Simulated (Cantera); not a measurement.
Feed: 1 mol (CH3)2SiCl2, 0.012 mol C2H2, 230 mol H2, held at 13.3 mbar.

Method: chemical equilibrium by Gibbs-energy minimisation in Cantera with the NASA 1993 tables (ideal gas, pure condensed phases). Candidate condensed phases: C, C6H6, C7H8, C8H18, Si, SiC; 109 gas species. The feed counts by its element totals alone. The tables' values for SiCl are old estimates; treat these amounts as uncertain. Gases not in the tables: Si2H6 and higher silanes. Rates play no part.

x: gas mole fraction; n: condensed amount in mol.

```json
[
 {"T (°C)": "1427", "x H2": "0.990", "x H": "0.00127", "x HCl": "0.00852", "x C2H2 (acetylene)": "7.27e-5", "n C(graphite)": "0.988", "n SiC(s)": "0.999"},
 {"T (°C)": "1477", "x H2": "0.989", "x H": "0.00200", "x HCl": "0.00852", "x C2H2 (acetylene)": "0.000114", "n C(graphite)": "0.970", "n SiC(s)": "0.998"},
 {"T (°C)": "1527", "x H2": "0.988", "x H": "0.00308", "x HCl": "0.00850", "x C2H2 (acetylene)": "0.000173", "n C(graphite)": "0.943", "n SiC(s)": "0.997"},
 {"T (°C)": "1577", "x H2": "0.987", "x H": "0.00463", "x HCl": "0.00848", "x C2H2 (acetylene)": "0.000258", "n C(graphite)": "0.906", "n SiC(s)": "0.994"},
 {"T (°C)": "1627", "x H2": "0.984", "x H": "0.00682", "x HCl": "0.00846", "x C2H2 (acetylene)": "0.000376", "n C(graphite)": "0.857", "n SiC(s)": "0.988"},
 {"T (°C)": "1677", "x H2": "0.981", "x H": "[?]", "x HCl": "0.00842", "x C2H2 (acetylene)": "[?]", "n C(graphite)": "0.794", "n SiC(s)": "0.974"},
 {"T (°C)": "1727", "x H2": "0.977", "x H": "[?]", "x HCl": "0.00837", "x C2H2 (acetylene)": "[?]", "n C(graphite)": "[?]", "n SiC(s)": "0.946"},
 {"T (°C)": "1777", "x H2": "0.971", "x H": "0.0194", "x HCl": "0.00831", "x C2H2 (acetylene)": "0.00103", "n C(graphite)": "0.636", "n SiC(s)": "0.886"},
 {"T (°C)": "1827", "x H2": "0.963", "x H": "0.0265", "x HCl": "0.00822", "x C2H2 (acetylene)": "0.00139", "n C(graphite)": "0.563", "n SiC(s)": "0.767"}
]
```

Question: Fill in the missing entries.

Answer: 
- 1677, x H: 0.00983
- 1677, x C2H2 (acetylene): 0.000536
- 1727, x H: 0.0139
- 1727, x C2H2 (acetylene): 0.000750
- 1727, n C(graphite): 0.718
